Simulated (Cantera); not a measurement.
Cantera with NASA thermochemical tables; ideal gases at 1 bar, condensed phases pure. Values are per mole of reaction as written; species without (g) are pure solids or liquids, kept so even where they would boil at 1 bar. VN: taken at fixed stoichiometry.

2 N(g) + V₂O₃ → 3 O(g) + 2 VN, with ΔH° = 586.6 kJ and ΔS° = 152.9 J/K at 300 K.

Problem. How far is the shortcut ΔG° ≈ ΔH°(300 K) − T·ΔS°(300 K) from the full temperature-dependent value at 675, 775, 875, 975, 1075, 1175, 1275, 1375 K?

Solution. 
| T (K) | shortcut (kJ) | full (kJ) | difference (kJ) | difference in log10 K |
|---|---|---|---|---|
| 675 | 483.4 | 484.7 | -1.3 | 0.10 |
| 775 | 468.1 | 470.2 | -2.0 | 0.14 |
| 875 | 452.8 | 455.7 | -2.9 | 0.17 |
| 975 | 437.5 | 441.4 | -3.8 | 0.20 |
| 1075 | 422.2 | 427.1 | -4.9 | 0.24 |
| 1175 | 407.0 | 412.9 | -6.0 | 0.27 |
| 1275 | 391.7 | 398.9 | -7.2 | 0.30 |
| 1375 | 376.4 | 384.9 | -8.5 | 0.32 |
The shortcut ignores the heat-capacity change of the reaction.
